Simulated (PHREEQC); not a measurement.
1 kg of water holding 0.0042 mol MgSO4, 0.036 mol Na2SO4 and 0.0039 mol NaCl is evaporated at 60 °C; the solids stay in contact with the brine. The system is closed to CO2. The run lets Bischofite, Bloedite, Brucite, Epsomite, Halite, Hexahydrite, Kieserite, Mirabilite, Thenardite, MgCl2_4H2O precipitate or redissolve, and no other solid.

Model: Pitzer model, pitzer.dat, run in PHREEQC.

```json
[
 {"water left (kg)": "1", "ionic strength": "0.129", "water activity": "0.998", "Thenardite (mol)": "0", "Cl in solution (mol/kgw)": "0.00390", "Mg in solution (mol/kgw)": "0.00420", "S in solution (mol/kgw)": "0.0402"},
 {"water left (kg)": "0.5552", "ionic strength": "0.232", "water activity": "0.997", "Thenardite (mol)": "0", "Cl in solution (mol/kgw)": "0.00702", "Mg in solution (mol/kgw)": "0.00756", "S in solution (mol/kgw)": "0.0724"},
 {"water left (kg)": "0.375", "ionic strength": "0.343", "water activity": "0.995", "Thenardite (mol)": "0", "Cl in solution (mol/kgw)": "0.0104", "Mg in solution (mol/kgw)": "0.0112", "S in solution (mol/kgw)": "0.107"},
 {"water left (kg)": "0.2082", "ionic strength": "0.618", "water activity": "0.992", "Thenardite (mol)": "0", "Cl in solution (mol/kgw)": "0.0187", "Mg in solution (mol/kgw)": "0.0202", "S in solution (mol/kgw)": "0.193"},
 {"water left (kg)": "0.1156", "ionic strength": "1.11", "water activity": "0.986", "Thenardite (mol)": "0", "Cl in solution (mol/kgw)": "0.0337", "Mg in solution (mol/kgw)": "0.0363", "S in solution (mol/kgw)": "0.348"},
 {"water left (kg)": "0.06418", "ionic strength": "2.01", "water activity": "0.976", "Thenardite (mol)": "0", "Cl in solution (mol/kgw)": "0.0608", "Mg in solution (mol/kgw)": "0.0654", "S in solution (mol/kgw)": "0.626"},
 {"water left (kg)": "0.04335", "ionic strength": "2.97", "water activity": "0.965", "Thenardite (mol)": "0", "Cl in solution (mol/kgw)": "0.0900", "Mg in solution (mol/kgw)": "0.0969", "S in solution (mol/kgw)": "0.927"},
 {"water left (kg)": "0.02407", "ionic strength": "5.35", "water activity": "0.938", "Thenardite (mol)": "0", "Cl in solution (mol/kgw)": "0.162", "Mg in solution (mol/kgw)": "0.174", "S in solution (mol/kgw)": "1.67"},
 {"water left (kg)": "0.01337", "ionic strength": "9.62", "water activity": "0.886", "Thenardite (mol)": "0", "Cl in solution (mol/kgw)": "0.292", "Mg in solution (mol/kgw)": "0.314", "S in solution (mol/kgw)": "3.01"},
 {"water left (kg)": "0.00903", "ionic strength": "10.2", "water activity": "0.877", "Thenardite (mol)": "0.0123", "Cl in solution (mol/kgw)": "0.432", "Mg in solution (mol/kgw)": "0.465", "S in solution (mol/kgw)": "3.09"},
 {"water left (kg)": "0.005012", "ionic strength": "10.9", "water activity": "0.863", "Thenardite (mol)": "0.0247", "Cl in solution (mol/kgw)": "0.778", "Mg in solution (mol/kgw)": "0.838", "S in solution (mol/kgw)": "3.09"}
]
```

Thenardite from water left = 0.01099 kg.

Species that the database lacks are ignored. Away from 25 °C the constants follow the database's enthalpies or fits; those with neither stay at their 25 °C values.
